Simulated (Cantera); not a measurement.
## Gas activation for diamond growth

An isothermal, constant-pressure homogeneous reactor starts with CH4 : H2 : N2 = 0.018 : 1 : 0.00023 (molar parts), at 1625 K and 0.217 atm.

Computed with Cantera and GRI-Mech 3.0 (53 species, 325 reactions). GRI-Mech 3.0 stops at C3 and has no aromatics, soot or wall deposition, so with more carbon than oxygen in the feed, carbon stays in small species such as C2H2 where larger ones or solid carbon would form.

```
t (s)       x CH4   x H2    x C2H4    x C2H2     x HCN       x H
--------  -------  -----  --------  --------  --------  --------
0.000800   0.0177  0.982   1.78e-8  2.95e-10    <1e-12   2.56e-5
0.00187    0.0177  0.982   2.52e-7   1.55e-8    <1e-12   5.73e-5
0.00439    0.0176  0.982   2.63e-6   7.18e-7    <1e-12  0.000109
0.0103     0.0176  0.982   9.47e-6   1.21e-5    <1e-12  0.000141
0.0241     0.0175  0.982   1.25e-5   6.05e-5    <1e-12  0.000144
0.0566     0.0172  0.982   1.44e-5  0.000178    <1e-12  0.000144
0.133      0.0167  0.982   1.88e-5  0.000439    <1e-12  0.000144
0.311      0.0156  0.983   2.80e-5  0.000992  2.04e-12  0.000145
0.728      0.0134  0.984   4.56e-5   0.00203  4.49e-12  0.000145
1.71       0.0102  0.986   7.26e-5   0.00357  9.23e-12  0.000147
4.00      0.00688  0.987  0.000102   0.00519  1.73e-11  0.000149
```
x: mole fraction; the columns are a selection and need not sum to one.

Equilibrium at this temperature and pressure: CH4 0.00420, H2 0.989, C2H4 0.000122, C2H2 0.00633, HCN 0.000330, H 0.000151 (gas phase only).
